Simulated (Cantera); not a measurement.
# Equilibrium for carbothermic reduction: Fe₂O₃ + CO

Charge: 1 mol Fe₂O₃, a varied amount of CO, held at 2598.15 K and 630 Pa.

Cantera equilibrium calculation (NASA polynomials, part measured and part estimated; ideal gas, pure solids and liquids). Candidate condensed phases: C, Fe, Fe(CO)₅, FeO, Fe₂O₃, Fe₃O₄; 15 gas species. Rates play no part.

| n(CO) (mol) | x CO | x Fe | x O₂ | x CO₂ | x O | x FeO | x O₃ |
|---|---|---|---|---|---|---|---|
| 1.4 | 0.191 | 0.348 | 0.168 | 0.102 | 0.119 | 0.0716 | 2.61e-9 |
| 2.5 | 0.300 | 0.296 | 0.118 | 0.135 | 0.0999 | 0.0512 | 1.54e-9 |
| 3.6 | 0.385 | 0.258 | 0.0863 | 0.148 | 0.0854 | 0.0380 | 9.62e-10 |
| 4.7 | 0.452 | 0.228 | 0.0653 | 0.151 | 0.0743 | 0.0292 | 6.34e-10 |
| 5.8 | 0.508 | 0.203 | 0.0509 | 0.149 | 0.0656 | 0.0231 | 4.35e-10 |
| 6.9 | 0.553 | 0.184 | 0.0405 | 0.145 | 0.0586 | 0.0186 | 3.10e-10 |
| 8 | 0.591 | 0.168 | 0.0330 | 0.140 | 0.0528 | 0.0153 | 2.27e-10 |
| 9.1 | 0.624 | 0.154 | 0.0273 | 0.135 | 0.0480 | 0.0128 | 1.71e-10 |
| 10 | 0.647 | 0.144 | 0.0236 | 0.130 | 0.0447 | 0.0111 | 1.38e-10 |
| 11 | 0.669 | 0.135 | 0.0203 | 0.125 | 0.0415 | 0.00965 | 1.10e-10 |
| 12 | 0.689 | 0.126 | 0.0177 | 0.120 | 0.0387 | 0.00844 | 8.93e-11 |
x: gas mole fraction; nothing condenses.

From 1.4 mol CO to 12 mol CO nothing is condensed. The main Fe-bearing gas is Fe throughout.
